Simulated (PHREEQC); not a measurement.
# Alkaline etch or developer (model solution)

Make-up at 25 °C: 0.0017 mol/kgw NaOH and 2.1e-05 mol/kgw CO2. Closed to the air; pH follows from the charge balance.

The numbers come from PHREEQC with the ion-association model, phreeqc.dat.

Each row changes one thing in this solution. This is a speciation only: nothing precipitates in the calculation.

```tsv
case	pH	ionic strength (mol/kgw)	CO3-2 (mol/kgw)	HCO3- (mol/kgw)	NaCO3- (mol/kgw)	NaHCO3 (mol/kgw)
as made	11.20	0.00172	1.83e-5	2.18e-6	4.84e-7	1.90e-9
NaOH replaced by NaHCO3 at the same molality	8.05	0.00171	1.00e-5	0.00168	2.64e-7	1.46e-6
diluted 2-fold with water	10.90	0.000858	8.35e-6	2.03e-6	1.16e-7	9.10e-10
CO2 from 2.1e-05 to 0.00021 mol/kgw	11.09	0.00187	0.000179	2.68e-5	4.67e-6	2.33e-8
CO2 replaced by Ca(HCO3)2 at the same molality	11.20	0.00179	3.60e-5	4.26e-6	9.46e-7	3.71e-9
temperature from 25 to 10 °C	11.73	0.00172	1.98e-5	9.88e-7	2.36e-7	9.44e-10
CO2 from 2.1e-05 to 4.2e-06 mol/kgw	11.20	0.00170	3.67e-6	4.29e-7	9.71e-8	3.74e-10
```

Away from 25 °C the constants follow the database's enthalpies or fits; those with neither stay at their 25 °C values.
